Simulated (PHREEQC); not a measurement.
Solution (25 °C and 10 atm): 0.0045 mol KH2PO4, 0.00052 mol H2SO4 and 0.0012 mol H4SiO4 per kg of water. It is in equilibrium with CO2 at log p = 0 (atm). Otherwise closed; pH follows from the charge balance.

The numbers come from PHREEQC with the ion-association model, phreeqc.dat.

```tsv
quantity	before	after
pH	3.20	3.06
ionic strength (mol/kgw)	0.00566	0.00231
SO4-2 (mol/kgw)	0.000485	0.000483
H3PO4 (mol/kgw)	0.000357	9.81e-5
HCO3- (mol/kgw)	2.54e-5	1.79e-5
```

### Question
Which change was made?
(A) KH2PO4 from 0.0045 to 0.00405 mol/kgw
(B) temperature from 25 to 60 °C
(C) diluted 10-fold with water
(D) 4.8e-05 mol/kgw HCl added
(E) KH2PO4 from 0.0045 to 0.0009 mol/kgw

### Answer
E, KH2PO4 from 0.0045 to 0.0009 mol/kgw

Precipitation was switched off in this run. Some of these states are supersaturated (in Quartz (slow to form), Chalcedony (slow to form), for instance).
